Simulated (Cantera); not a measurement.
A closed system holds: 1 mol Cr, 4.2 mol N₂, 180 mol H₂, equilibrated at 4050 Torr.

Equilibrium computed with Cantera from the NASA thermochemical tables; the gas is ideal and each condensed phase is pure. Candidate condensed phases: Cr, CrN, Cr₂N; 11 gas species. The numbers say what is thermodynamically allowed, not how fast it happens.

At 1425 K, list the 3 most abundant gas species with their mole fractions, and the condensed phases.

H₂ 0.978, N₂ 0.0214, NH₃ 6.01e-5. Condensed: Cr₂N(s).
